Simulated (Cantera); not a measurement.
A diamond (100) surface in a fixed gas of H2 with x(CH4) = 0.0058, x(CH3) = 0.00015, at 1175 K, 9.75 Torr; coverages are run to steady state.

Computed with Cantera and the Harris–Goodwin 1993 mechanism for the reconstructed diamond (100) surface.

θ: site fractions in the mechanism's names (c6HH fully hydrogenated, c6H* and c6*H radical sites, c6** diradical, c6HM methylated).

```csv
x(H),growth (µm/h),θ c6HH,θ c6H*,θ c6*H,θ c6**,θ c6HM
0.0001,[?],0.610,0.0264,0.355,0.00498,0.000673
0.00022,[?],0.539,0.0309,0.416,0.00988,0.000865
0.00049,[?],0.496,0.0335,0.451,0.0158,0.00103
0.0011,[?],0.474,0.0348,0.468,0.0209,0.00114
0.0024,[?],0.463,0.0353,0.475,0.0242,0.00117
0.0054,[?],0.458,0.0356,0.479,0.0261,0.00111
0.012,[?],0.455,0.0357,0.480,0.0270,0.000959
0.027,[?],0.454,0.0358,0.481,0.0275,0.000721
0.06,[?],0.454,0.0360,0.481,0.0277,0.000463
```

Task: Fill in the missing entries.

Result: 
- 0.0001, growth (µm/h): 0.0213
- 0.00022, growth (µm/h): 0.0490
- 0.00049, growth (µm/h): 0.0908
- 0.0011, growth (µm/h): 0.148
- 0.0024, growth (µm/h): 0.232
- 0.0054, growth (µm/h): 0.381
- 0.012, growth (µm/h): 0.627
- 0.027, growth (µm/h): 0.976
- 0.06, growth (µm/h): 1.34
